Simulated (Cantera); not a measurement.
## Gas-phase reforming

An isothermal, constant-pressure homogeneous reactor starts with CH4 : CO2 : H2 = 1 : 1.7 : 0.1 (molar parts), at 2048 K and 345 Torr.

Detailed kinetics in Cantera: GRI-Mech 3.0 (53 species, 325 reactions).

```tsv
t (s)	x CH4	x CO2	x H2	x CO	x O2	x HO2
2.00e-5	0.342	0.603	0.0429	0.000695	4.32e-11	1.85e-11
8.87e-5	0.227	0.546	0.140	0.0177	1.30e-9	5.53e-11
0.000394	0.0689	0.369	0.249	0.119	1.31e-8	1.35e-10
0.00175	0.00972	0.147	0.175	0.330	1.18e-7	2.54e-10
0.00775	0.00563	0.0725	0.243	0.452	8.23e-8	9.23e-11
0.0344	0.00162	0.0408	0.316	0.517	4.15e-8	3.01e-11
0.152	1.00e-7	0.0368	0.327	0.525	4.12e-8	2.74e-11
0.676	1.14e-9	0.0368	0.327	0.525	4.12e-8	2.74e-11
3.00	1.14e-9	0.0368	0.327	0.525	4.12e-8	2.74e-11
```
x: mole fraction; the columns are a selection and need not sum to one.

Equilibrium at this temperature and pressure: CH4 1.28e-9, CO2 0.0368, H2 0.327, CO 0.525, O2 4.12e-8, HO2 2.74e-11 (gas phase only).
